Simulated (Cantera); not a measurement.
A perfectly stirred reactor is fed with CH4 : CO2 = 1 : 1.1 (molar parts), at 500000 Pa; it is held at 1650 K, and followed from long to short residence time.

Model: GRI-Mech 3.0 (53 species, 325 reactions), integrated in Cantera.

What does this change do: pressure from 500000 Pa to 51000 Pa?


```csv
quantity,before,after
x(CH4) at τ = 0.760 s,0.0525,0.0531
x(CO2) at τ = 0.760 s,0.0681,0.0970
x(CH2) at τ = 0.760 s,1.26e-8,8.46e-8
x(O) at τ = 0.760 s,1.07e-11,8.30e-11
x(H) at τ = 0.760 s,2.12e-5,5.60e-5
x(CH4) at τ = 25.0 ms,0.176,0.277
x(CO2) at τ = 25.0 ms,0.269,0.399
x(CH2) at τ = 25.0 ms,3.12e-8,1.33e-7
x(O) at τ = 25.0 ms,1.05e-11,4.05e-11
x(H) at τ = 25.0 ms,1.20e-5,2.47e-5
```

What does this change do: temperature 1650 to 1375 K?


```json
[
 {"quantity": "x(CH4) at τ = 0.760 s", "before": "0.0525", "after": "0.395"},
 {"quantity": "x(CO2) at τ = 0.760 s", "before": "0.0681", "after": "0.473"},
 {"quantity": "x(CH2) at τ = 0.760 s", "before": "1.26e-8", "after": "4.07e-11"},
 {"quantity": "x(O) at τ = 0.760 s", "before": "1.07e-11", "after": "<1e-12"},
 {"quantity": "x(H) at τ = 0.760 s", "before": "2.12e-5", "after": "1.32e-7"},
 {"quantity": "x(CH4) at τ = 25.0 ms", "before": "0.176", "after": "0.473"},
 {"quantity": "x(CO2) at τ = 25.0 ms", "before": "0.269", "after": "0.523"},
 {"quantity": "x(CH2) at τ = 25.0 ms", "before": "3.12e-8", "after": "2.83e-11"},
 {"quantity": "x(O) at τ = 25.0 ms", "before": "1.05e-11", "after": "<1e-12"},
 {"quantity": "x(H) at τ = 25.0 ms", "before": "1.20e-5", "after": "7.09e-9"}
]
```
